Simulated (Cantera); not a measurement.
Cantera run:

```python
import numpy as np
import cantera as ct

gas_names = """
    BF3 H2O B2O2 F2 H HF O2 B2O3 H2O2
""".split()
cond_names = """

""".split()


def load(file, names, dense=False):
    # The tables refer to 1 bar. Condensed volumes are neglected.
    table = {s.name: s for s in ct.Species.list_from_file(file)}
    out = []
    for n in names:
        d = dict(table[n].input_data)
        d["thermo"] = dict(d["thermo"], **{"reference-pressure": 1e5})
        if dense:
            d["equation-of-state"] = {"model": "constant-volume", "density": "1e6 g/cm^3"}
        out.append(ct.Species.from_dict(d))
    return out


species = {s.name: s for s in load("nasa_gas.yaml", gas_names) + load("nasa_condensed.yaml", cond_names)}
# Each term lists the table entries of one substance; the one whose range holds T is used.
reactions = {
    '2 BF3(g) + 2 H2O(g) = B2O2(g) + 3 F2(g) + 4 H(g)':
        [(-2, ['BF3']), (-2, ['H2O']), (1, ['B2O2']), (3, ['F2']), (4, ['H'])],
    '12 HF(g) + 3 O2(g) + 2 B2O3(g) = 6 H2O2(g) + 4 BF3(g)':
        [(-12, ['HF']), (-3, ['O2']), (-2, ['B2O3']), (6, ['H2O2']), (4, ['BF3'])],
}


def pick(names, T):
    return next(species[n] for n in names if species[n].thermo.min_temp <= T <= species[n].thermo.max_temp)


results = []
for label, terms in reactions.items():
    print(label)
    print("     T/K   dH/kJ  dS/(J/K)   dG/kJ   log10 K")
    for T in [300, 1925, 1975, 2025, 2075, 2125, 2175, 2225, 2275, 2325]:
        used = [(nu, pick(names, T)) for nu, names in terms]
        dH = sum(nu * s.thermo.h(T) for nu, s in used) / 1e6
        dS = sum(nu * s.thermo.s(T) for nu, s in used) / 1e3
        dG = dH - T * dS / 1e3
        logK = -dG * 1e6 / (ct.gas_constant * T * np.log(10))
        results.append((label, T, dH, dS, dG, logK, [s.name for _, s in used]))
        print(f"{T:8g} {dH:8.1f} {dS:8.1f} {dG:8.1f} {logK:8.2f}")
```

Result:

```
2 BF3(g) + 2 H2O(g) = B2O2(g) + 3 F2(g) + 4 H(g)
     T/K   dH/kJ  dS/(J/K)   dG/kJ   log10 K
     300   3171.0    423.9   3043.8  -529.97
    1925   3232.4    507.2   2255.9   -61.21
    1975   3233.3    507.7   2230.6   -58.99
    2025   3234.3    508.2   2205.2   -56.88
    2075   3235.2    508.6   2179.7   -54.87
    2125   3236.0    509.0   2154.3   -52.95
    2175   3236.8    509.4   2128.8   -51.12
    2225   3237.6    509.8   2103.4   -49.38
    2275   3238.3    510.1   2077.9   -47.71
    2325   3239.1    510.4   2052.3   -46.11
12 HF(g) + 3 O2(g) + 2 B2O3(g) = 6 H2O2(g) + 4 BF3(g)
     T/K   dH/kJ  dS/(J/K)   dG/kJ   log10 K
     300   -418.1   -844.5   -164.7    28.68
    1925   -408.5   -875.3   1276.5   -34.64
    1975   -406.6   -874.3   1320.2   -34.92
    2025   -404.7   -873.4   1363.9   -35.18
    2075   -402.7   -872.4   1407.5   -35.43
    2125   -400.8   -871.5   1451.1   -35.67
    2175   -398.9   -870.6   1494.7   -35.90
    2225   -397.0   -869.7   1538.2   -36.11
    2275   -395.1   -868.9   1581.7   -36.31
    2325   -393.2   -868.1   1625.1   -36.51
```

Standard-state values (1 bar) from the NASA 1993 polynomials, evaluated with Cantera. Condensed species are held in their standard states even where they would react or evaporate.
